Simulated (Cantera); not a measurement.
Input: 1 mol FeS2, 0.63 mol H2S, 0.45 mol CO2, held at 975 K and 1330 Pa.

Equilibrium computed with Cantera from the NASA thermochemical tables; the gas is ideal and each condensed phase is pure. Candidate condensed phases: C, C6H6, C7H8, C8H18, Fe, Fe(CO)5, FeO, Fe(OH)2, Fe(OH)3, FeS, FeSO4, FeS2, Fe2O3, Fe2(SO4)3, Fe3O4, H2O, H2SO4, S; 127 gas species. FeS: taken at fixed stoichiometry. Gases not in the tables: S3 to S7. Kinetics and transport are ignored.

Base state: S2 0.341, H2S 0.294, CO2 0.208, H2O 0.0663, CO 0.0478, H2 0.0243, COS 0.0183, CS2 0.000383 (mole fractions); condensed: FeS(s).

Q: What changes in the equilibrium state with this change: pressure from 1330 Pa to 310000 Pa?

A: 
```json
[
 {"species": "H2S", "before": "0.294", "after": "0.472"},
 {"species": "CO2", "before": "0.208", "after": "0.324"},
 {"species": "S2", "before": "0.341", "after": "0.0665"},
 {"species": "H2", "before": "0.0243", "after": "0.00580"},
 {"species": "CO", "before": "0.0478", "after": "0.0178"},
 {"species": "COS", "before": "0.0183", "after": "0.0457"},
 {"species": "H2O", "before": "0.0663", "after": "0.0662"},
 {"species": "SH", "before": "5.93e-5", "after": "1.28e-5"},
 {"species": "CS2", "before": "0.000383", "after": "0.00154"},
 {"species": "SO2", "before": "0.000224", "after": "0.000114"},
 {"species": "S2O", "before": "0.000134", "after": "0.000109"},
 {"species": "FeS(s), mol", "before": "1.00", "after": "0.128"},
 {"species": "FeS2(s), mol", "before": "0", "after": "0.872"}
]
```

Q: What changes in the equilibrium state with this change: pressure from 1330 Pa to 101000 Pa?

A: 
| species | before | after |
|---|---|---|
| H2S | 0.294 | 0.403 |
| CO2 | 0.208 | 0.276 |
| S2 | 0.341 | 0.204 |
| H2 | 0.0243 | 0.00495 |
| CO | 0.0478 | 0.0152 |
| COS | 0.0183 | 0.0392 |
| H2O | 0.0663 | 0.0561 |
| CS2 | 0.000383 | 0.00133 |
| SH | 5.93e-5 | 2.07e-5 |
| FeS(s), mol | 1.00 | 0.528 |
| FeS2(s), mol | 0 | 0.472 |
